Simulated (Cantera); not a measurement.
Input: 1 mol SiCl4, 0.27 mol HCl, 32 mol H2, equilibrated at 675 °C and 52.0 mbar.

Cantera equilibrium calculation (NASA polynomials, part measured and part estimated; ideal gas, pure solids and liquids). Candidate condensed phases: Si; 19 gas species. The tables' values for SiCl3 are old estimates; treat these amounts as uncertain. The numbers say what is thermodynamically allowed, not how fast it happens.

Base state: H2 0.955, SiCl4 0.0231, HCl 0.0154, SiHCl3 0.00645, SiCl3 0.000249, SiH2Cl2 0.000183, SiCl2 9.08e-5 (mole fractions); condensed: gas only.

Problem. What changes in the equilibrium state with this change: temperature from 675 °C to 1425 °C?

Solution. 
```
species      before     after
----------  -------  --------
H2            0.955     0.899
HCl          0.0154    0.0765
SiCl2       9.08e-5    0.0234
SiCl4        0.0231   1.03e-5
H           2.25e-9  0.000602
Cl            <1e-9   3.99e-5
SiCl          <1e-9   3.83e-5
Si            <1e-9   1.27e-5
Si(l), mol        0     0.182
```
The tables' values for SiCl3, SiCl are old estimates; treat these amounts as uncertain. Gases not in the tables: Si2H6 and higher silanes.

Problem. What changes in the equilibrium state with this change: HCl from 0.27 to 0.88 mol?

Solution. 
```json
[
 {"species": "H2", "before": "0.955", "after": "0.941"},
 {"species": "HCl", "before": "0.0154", "after": "0.0299"},
 {"species": "SiCl4", "before": "0.0231", "after": "0.0257"},
 {"species": "SiHCl3", "before": "0.00645", "after": "0.00363"},
 {"species": "SiH2Cl2", "before": "0.000183", "after": "5.21e-5"},
 {"species": "SiCl2", "before": "9.08e-5", "after": "2.63e-5"},
 {"species": "SiCl3", "before": "0.000249", "after": "0.000141"}
]
```

Problem. What changes in the equilibrium state with this change: HCl from 0.27 to 0.85 mol?

Solution. 
```
species    before     after
-------  --------  --------
H2          0.955     0.941
HCl        0.0154    0.0291
SiCl4      0.0231    0.0256
SiHCl3    0.00645   0.00372
SiH2Cl2  0.000183   5.48e-5
SiCl2     9.08e-5   2.76e-5
SiCl3    0.000249  0.000144
```
